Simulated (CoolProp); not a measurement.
Vapour pressure (MPa) of dodecamethylcyclohexasiloxane (D6): the reference equation beside estimates from Tc = 372.6 °C, pc = 0.9614 MPa, ω = 0.736.

Model: reference Helmholtz-energy equation of state, Colonna 2008, in CoolProp. It is a short technical equation, of lower accuracy than the large ones.

```tsv
T (°C)	reference	Lee-Kesler	Redlich-Kwong	Soave-Redlich-Kwong	Peng-Robinson
146.05	0.005605	0.005591	0.04300	0.005572	0.006019
167.15	0.01203	0.01201	0.06707	0.01203	0.01271
188.25	0.02354	0.02359	0.09972	___	0.02463
209.25	___	0.04281	0.1422	0.04326	0.04428
230.35	0.07239	0.07310	___	___	0.07515
251.45	0.1168	0.1182	0.2635	0.1206	0.1212
272.55	0.1803	0.1828	0.3448	0.1872	0.1870
293.65	0.2684	0.2721	___	0.2794	0.2780
314.75	0.3881	0.3926	0.5552	0.4032	0.4006
335.75	0.5471	0.5519	0.6859	0.5644	0.5611
```

What belongs in the gaps?


- 188.25, Soave-Redlich-Kwong: 0.02372
- 209.25, reference: 0.04256
- 230.35, Redlich-Kwong: 0.1964
- 230.35, Soave-Redlich-Kwong: 0.07422
- 293.65, Redlich-Kwong: 0.4416

Absolute difference from the reference over all 10 rows, mean and median: Lee-Kesler 0.8 and 0.9 %, Redlich-Kwong 220.4 and 148.5 %, Soave-Redlich-Kwong 2.4 and 2.8 %, Peng-Robinson 4.2 and 3.8 %.
